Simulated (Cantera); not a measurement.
Cantera run:

```python
import numpy as np
import cantera as ct

gas_names = """
    CL CL2 H HCL H2 N NH NH2 NH3 N2 N2H2 N2H4 Si SiCL SiCL2 SiCL3 SiCL4 SiH SiHCL3 SiH2 SiH2CL2 SiH3
    SiH3CL SiH4 SiN Si2 Si2N Si3
""".split()
cond_names = """
    NH4CL(a) NH4CL(b) Si(cr) Si(L) Si3N4(a)
""".split()


# ... load() reads the species with a 1 bar reference pressure and builds the phases ...
atoms = {
    'Si3H8': {'Si': 3, 'H': 8},
    'HCl': {'H': 1, 'CL': 1},
    'N2': {'N': 2},
}
top_T = {'Si3N4(a)': 2400}  # K; cautious upper limits of use, not melting points


# ... equilibrate(T, P, feed) seeds the gas with the atoms and calls Mixture.equilibrate('TP', solver="vcs", rtol=1e-11, max_steps=5000) ...
results = []
T = 925  # K
P = 10000  # Pa
for m in [4, 5, 6.4, 8.1, 10, 13, 17, 21, 27, 34, 44, 55, 70]:
    feed = {'Si3H8': 1, 'HCl': 5, 'N2': m}  # mol
    mix = equilibrate(T, P, feed)
    results.append((T, P, feed, dict(zip(mix.species_names, mix.species_moles))))

top = {s: max(r[3][s] / sum(r[3][g] for g in gas_names) for r in results) for s in gas_names}
cols = sorted((s for s in top if top[s] > 1e-06), key=lambda s: -top[s])[:7]
seen = [c for c in cond_names if any(r[3].get(c, 0) > 1e-12 for r in results)]
print("log10 of partial pressures in bar; condensed amounts in mol")
print(f"{'n(N2)':>10s}" + "".join(f"{s[:9]:>10s}" for s in cols + seen))
for T, P, feed, n in results:
    ng = sum(n[g] for g in gas_names)
    print(f"{feed['N2']:10.4g}" + "".join(f"{np.log10(max(n[s] / ng * P / 1e5, 1e-99)):10.3f}" for s in cols)
          + "".join(f"{n.get(c, 0):10.4g}" for c in seen))
```

Result:

```
log10 of partial pressures in bar; condensed amounts in mol
     n(N2)        N2        H2       HCL     SiCL4    SiHCL3       NH3     SiCL3  Si3N4(a)
         4    -1.686    -1.362    -1.487    -2.478    -4.793    -5.889    -6.325    0.8788
         5    -1.567    -1.407    -1.509    -2.558    -4.895    -5.896    -6.405    0.8899
       6.4    -1.461    -1.462    -1.543    -2.653    -5.011    -5.926    -6.493    0.9009
       8.1    -1.379    -1.520    -1.582    -2.750    -5.127    -5.971    -6.580    0.9106
        10    -1.317    -1.576    -1.624    -2.843    -5.236    -6.025    -6.660    0.9187
        13    -1.252    -1.653    -1.682    -2.968    -5.379    -6.108    -6.765    0.9282
        17    -1.199    -1.738    -1.751    -3.107    -5.534    -6.209    -6.878    0.9374
        21    -1.165    -1.809    -1.810    -3.223    -5.663    -6.299    -6.971    0.9441
        27    -1.131    -1.898    -1.885    -3.370    -5.823    -6.416    -7.087    0.9516
        34    -1.106    -1.984    -1.960    -3.513    -5.977    -6.531    -7.198    0.9579
        44    -1.083    -2.083    -2.047    -3.680    -6.155    -6.668    -7.327    0.9644
        55    -1.067    -2.171    -2.126    -3.831    -6.316    -6.792    -7.443    0.9694
        70    -1.054    -2.268    -2.215    -4.001    -6.494    -6.931    -7.573    0.9743
```

Method: chemical equilibrium by Gibbs-energy minimisation in Cantera with the NASA 1993 tables (ideal gas, pure condensed phases). The feed counts by its element totals alone. N2 is the only nitrogen source here; it is nearly inert below about 1500 K, so the nitride shown seldom forms there in practice.
